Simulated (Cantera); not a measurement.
A Cantera script and what it prints.

```python
import numpy as np
import cantera as ct

gas_names = """
    CL CL2 H HCL H2 Si SiCL SiCL2 SiCL3 SiCL4 SiH SiHCL3 SiH2 SiH2CL2 SiH3 SiH3CL SiH4 Si2 Si3
""".split()
cond_names = """
    Si(cr) Si(L)
""".split()


# ... load() reads the species with a 1 bar reference pressure and builds the phases ...
atoms = {
    'Si': {'Si': 1},
    'Cl2': {'CL': 2},
    'H2': {'H': 2},
}
top_T = {}  # K; cautious upper limits of use, not melting points


# ... equilibrate(T, P, feed) seeds the gas with the atoms and calls Mixture.equilibrate('TP', solver="vcs", rtol=1e-11, max_steps=5000) ...
results = []
feed = {'Si': 1, 'Cl2': 0.6, 'H2': 17}  # mol
T = 1573  # K
P = 17000  # Pa
mix = equilibrate(T, P, feed)
results.append((T, P, feed, dict(zip(mix.species_names, mix.species_moles))))
print(gas.report(threshold=0.0001))
for i in range(1, mix.n_phases):
    print(f"{mix.phase(i).name:16s} {mix.phase_moles(i):12.5e} mol")
```

Result:

```
       temperature   1573 K
          pressure   17000 Pa
           density   0.0060099 kg/m^3
  mean mol. weight   4.6236 kg/kmol
   phase of matter   gas

                          1 kg             1 kmol
                     ---------------   ---------------
          enthalpy        7.1161e+06        3.2902e+07  J
   internal energy        4.2874e+06        1.9823e+07  J
           entropy             43670        2.0191e+05  J/K
    Gibbs function       -6.1577e+07       -2.8471e+08  J
 heat capacity c_p            7131.5             32973  J/K
 heat capacity c_v            5333.2             24659  J/K

                      mass frac. Y      mole frac. X     chem. pot. / RT
                     ---------------   ---------------   ---------------
               HCL           0.38951          0.049398           -37.385
                H2           0.41043            0.9413           -20.575
             SiCL2           0.18791         0.0087775           -58.899
             SiCL3          0.008534        0.00029351           -85.997
     [  +15 minor]         0.0036168        0.00022821

Si(cr)            8.38123e-01 mol
```

These are equilibrium values from Cantera (NASA tables, ideal gas, pure condensed phases), not measurements of a reactor. The tables' values for SiCl3 are old estimates; treat these amounts as uncertain.
